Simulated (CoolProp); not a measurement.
A Linde-Hampson liquefier for oxygen: isothermal reversible compression at 250 K from 1 atm to 40 MPa, throttling to 1 atm, return gas leaving the recuperator 10 K below the feed. Each further row changes one setting.

The numbers come from the reference Helmholtz-energy equation of state, Schmidt 1985 in CoolProp.

| case | liquid yield per pass | compression work (kJ/kg of gas) |
|---|---|---|
| as stated | 0.222 | 369 |
| high pressure 80 MPa | 0.211 | 425 |
| warm-end temperature 280 K | 0.165 | 423 |
| warm-end gap 15 K | 0.212 | 369 |
